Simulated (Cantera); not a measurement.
Standard-state values (1 bar) from the NASA 1993 polynomials, evaluated with Cantera. Values are per mole of reaction as written; species without (g) are pure solids or liquids, kept so even where they would boil at 1 bar.

### Question
Between 1450 and 2950 K, where is each reaction favourable under standard conditions?
- 4 PH3(g) + 2 N2(g) ⇌ P4(g) + 4 NH3(g)
- 4 N(g) + 4 PH3(g) ⇌ 4 NH3(g) + P4(g)

### Answer
- 4 PH3(g) + 2 N2(g) ⇌ P4(g) + 4 NH3(g): ΔG° is 109 kJ at 1450 K and 391 kJ at 2950 K; it stays positive (K < 1). ΔH° is -168 kJ and ΔS° -189 J/K at 2950 K.
- 4 N(g) + 4 PH3(g) ⇌ 4 NH3(g) + P4(g): ΔG° is -1422 kJ at 1450 K and -738 kJ at 2950 K; it stays negative (K > 1). ΔH° is -2097 kJ and ΔS° -461 J/K at 2950 K.
